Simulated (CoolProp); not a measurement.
Saturated liquid density (kg/m³) of R1336mzz(Z): the reference equation beside estimates from Tc = 171.3 °C, pc = 2.904 MPa, ω = 0.386. Rackett uses Z = 0.29056 − 0.08775 ω.

Computed with CoolProp (reference Helmholtz-energy equation of state, McLinden 2020).

```
T (°C)  reference  Rackett  Peng-Robinson
------  ---------  -------  -------------
-16.05       1467     1453           1402
-8.75        1449     1436           1388
-1.45        1431     1418           1374
5.85         1413     1400           1359
13.25        1395     1382           1343
20.55        1376     1363           1326
27.85        1357     1344           1309
35.15        1338     1325           1290
42.45        1318     1305           1271
49.75        1298     1284           1251
57.05        1277     1263           1229
64.35        1256     1242           1207
71.65        1233     1219           1183
```

Absolute difference from the reference over all 13 rows, mean and median: Rackett 1.0 and 1.0 %, Peng-Robinson 3.8 and 3.8 %.
